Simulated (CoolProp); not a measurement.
Vapour-liquid equilibrium of benzene (1) + m-xylene (2) at 318.5 K; x and y are mole fractions of (1).

Values from CoolProp's multi-fluid Helmholtz-energy mixture model, Thol 2012 and Zhou 2012; pair parameters Bell 2016.

```csv
x,bubble pressure (MPa),y at the bubble point,dew pressure at overall composition x (MPa),liquid density (mol/L)
0.05,0.004733,0.333,0.003475,8.046
0.2,0.008829,0.696,0.004046,___
0.35,0.01281,0.828,0.004841,8.790
0.5,___,0.898,0.006020,___
0.65,0.02077,0.942,0.007953,9.665
0.8,0.02481,___,___,10.16
0.95,0.02888,0.994,0.02171,___
```

Question: Fill in the missing entries.

Answer: 
- 0.2, liquid density (mol/L): 8.404
- 0.5, bubble pressure (MPa): 0.01677
- 0.5, liquid density (mol/L): 9.209
- 0.8, y at the bubble point: 0.972
- 0.8, dew pressure at overall composition x (MPa): 0.01168
- 0.95, liquid density (mol/L): 10.71

No azeotrope shows between x = 0.05 and 0.95.

Pair parameters are fitted to limited data, so mixtures are less certain than the pure fluids.
